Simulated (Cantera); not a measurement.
Input (Python, Cantera):

```python
import numpy as np
import cantera as ct

gas = ct.Solution("gri30.yaml")


def delay(T, t_max=10):
    gas.TPX = T, 85000, {'H2': 1, 'O2': 0.526, 'N2': 1.98, 'H2O': 0.39}
    reactor = ct.IdealGasReactor(gas, clone=False)
    net = ct.ReactorNet([reactor])
    net.rtol, net.atol = 1e-8, 1e-16
    while net.time < t_max:
        t_old, T_old = net.time, reactor.T
        net.step()
        if reactor.T > T + 400:  # ignition: a rise of 400 K
            return t_old + (T + 400 - T_old) / (reactor.T - T_old) * (net.time - t_old)
    return np.nan


taus = []
for T in [1175, 1250, 1325, 1400, 1475]:
    taus.append(delay(T))
    print(f"T0 = {T:6g} K   tau = {taus[-1]:.4e} s")

# d ln(tau) / d ln(k), from doubling and halving each rate constant
T, sens = 1250, []
for i in range(gas.n_reactions):
    gas.set_multiplier(2.0, i)
    up = delay(T)
    gas.set_multiplier(0.5, i)
    down = delay(T)
    gas.set_multiplier(1.0, i)
    sens.append((np.log(up / down) / np.log(4.0), gas.reaction(i).equation))
sens.sort(key=lambda x: -abs(x[0]))
print(f"sensitivities at {T} K")
for s, eq in sens[:10]:
    print(f"{s:8.3f}  {eq}")
```

Result:

```
T0 =   1175 K   tau = 7.4298e-05 s
T0 =   1250 K   tau = 4.8121e-05 s
T0 =   1325 K   tau = 3.4651e-05 s
T0 =   1400 K   tau = 2.6922e-05 s
T0 =   1475 K   tau = 2.2288e-05 s
sensitivities at 1250 K
  -0.768  H + O2 <=> O + OH
  -0.157  H2 + O <=> H + OH
  -0.072  H2 + OH <=> H + H2O
  -0.050  H + HO2 <=> H2 + O2
   0.040  H + O2 + H2O <=> HO2 + H2O
  -0.020  H + HO2 <=> 2 OH
   0.020  H + O2 + N2 <=> HO2 + N2
   0.016  H + O2 + M <=> HO2 + M
  -0.006  H + OH + M <=> H2O + M
   0.005  H + O2 + O2 <=> HO2 + O2
```

Computed with Cantera and GRI-Mech 3.0 (53 species, 325 reactions). Where the delays flatten at high temperature, the 400 K rule measures the pace of heat release, not the induction time.
